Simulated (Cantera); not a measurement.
Charge: 1 mol B, 13 mol H2, equilibrated at 2348.15 K and 280 Pa.

These are equilibrium values from Cantera (NASA tables, ideal gas, pure condensed phases), not measurements of a reactor. Candidate condensed phases: B; 7 gas species. The tables' values for BH2 are old estimates; treat these amounts as uncertain. Equilibrium is a limit: real reactors are often held back by kinetics, nucleation or transport.

Base state: H2 0.784, H 0.207, B 0.00654, BH2 0.00200, BH 0.000236 (mole fractions); condensed: B(s).

Q: What changes in the equilibrium state with this change: 0.046 mol Cl2 added?

A: 
```csv
species,before,after
H2,0.784,0.779
H,0.207,0.206
B,0.00654,0.00654
BCl,0,0.00469
HCl,0,0.00132
Cl,0,0.000250
BH2,0.00200,0.00198
BH,0.000236,0.000235
"B(s), mol",0.872,0.802
```
The tables' values for BCl, BH2 are old estimates; treat these amounts as uncertain.
